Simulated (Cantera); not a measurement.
**NO annealing gas**

An isothermal, constant-pressure homogeneous reactor starts with 47.6 % NO, 52.4 % N2, at 1723 K and 100.0 Torr.

Detailed kinetics in Cantera: GRI-Mech 3.0 (53 species, 325 reactions).

| t (s) | x NO | x N2 | x NO2 | x N2O | x O | x O2 |
|---|---|---|---|---|---|---|
| 2.00e-5 | 0.476 | 0.524 | 8.13e-10 | 6.80e-8 | 6.73e-8 | 1.39e-11 |
| 5.11e-5 | 0.476 | 0.524 | 5.20e-9 | 1.74e-7 | 1.69e-7 | 8.91e-11 |
| 0.000130 | 0.476 | 0.524 | 3.27e-8 | 4.42e-7 | 4.12e-7 | 5.65e-10 |
| 0.000333 | 0.476 | 0.524 | 1.96e-7 | 1.13e-6 | 9.44e-7 | 3.47e-9 |
| 0.000850 | 0.476 | 0.524 | 1.04e-6 | 2.84e-6 | 1.89e-6 | 2.07e-8 |
| 0.00217 | 0.476 | 0.524 | 4.49e-6 | 7.08e-6 | 3.11e-6 | 1.28e-7 |
| 0.00554 | 0.476 | 0.524 | 1.47e-5 | 1.70e-5 | 4.83e-6 | 9.37e-7 |
| 0.0141 | 0.476 | 0.524 | 3.76e-5 | 3.69e-5 | 8.04e-6 | 8.26e-6 |
| 0.0361 | 0.476 | 0.524 | 6.20e-5 | 6.55e-5 | 1.13e-5 | 5.90e-5 |
| 0.0922 | 0.475 | 0.524 | 6.99e-5 | 8.35e-5 | 1.25e-5 | 0.000248 |
| 0.235 | 0.474 | 0.525 | 7.41e-5 | 8.52e-5 | 1.31e-5 | 0.000762 |
| 0.601 | 0.472 | 0.526 | 8.28e-5 | 8.40e-5 | 1.44e-5 | 0.00207 |
| 1.53 | 0.465 | 0.529 | 0.000101 | 8.12e-5 | 1.71e-5 | 0.00539 |
| 3.92 | 0.449 | 0.538 | 0.000134 | 7.46e-5 | 2.24e-5 | 0.0136 |
| 10.0 | 0.410 | 0.557 | 0.000179 | 6.11e-5 | 3.13e-5 | 0.0331 |
x: mole fraction; the columns are a selection and need not sum to one.

Equilibrium at this temperature and pressure: NO 0.00331, N2 0.760, NO2 3.80e-6, N2O 6.91e-8, O 7.62e-5, O2 0.236 (gas phase only).
